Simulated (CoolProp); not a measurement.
Vapour-liquid equilibrium of R13 (1) + R11 (2) at -9.05 °C; x and y are mole fractions of (1).

Model: multi-fluid Helmholtz-energy mixture model, Platzer 1990 and Jacobsen 1992; pair parameters Bell 2016, in CoolProp. This equation is an older, rougher fit; its heat capacities, sound speeds and derivatives of the liquid may be far off and weren't checked against measurements.

Q: Give the bubble pressure and the first vapour's composition at x = 0.125, 0.2, 0.95. Is there an azeotrope?

A: x = 0.125: 299.2 kPa, y = 0.912; x = 0.2: 440.7 kPa, y = 0.941; x = 0.95: 1457 kPa, y = 0.996. No azeotrope shows between x = 0.05 and 0.95.

The pair parameters rest on a limited set of measurements; away from them the model extrapolates. The gap from Raoult's law changes sign with composition, which may be real or a fault of the pair parameters; it wasn't checked against measurements.
